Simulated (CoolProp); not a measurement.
Vapour-liquid equilibrium of carbon dioxide (1) + R22 (2) at 0.798 MPa; x and y are mole fractions of (1).

Computed with CoolProp (multi-fluid Helmholtz-energy mixture model, Span 1996 and Kamei 1995; pair parameters Bell 2016).

Problem. Give the bubble temperature and the first vapour's composition at x = 0.35, 0.65, 0.95. Is there an azeotrope?

Solution. x = 0.35: 254.8 K, y = 0.764; x = 0.65: 238.4 K, y = 0.934; x = 0.95: 228.4 K, y = 0.994. No azeotrope shows between x = 0.05 and 0.95.

Pair parameters are fitted to limited data, so mixtures are less certain than the pure fluids.
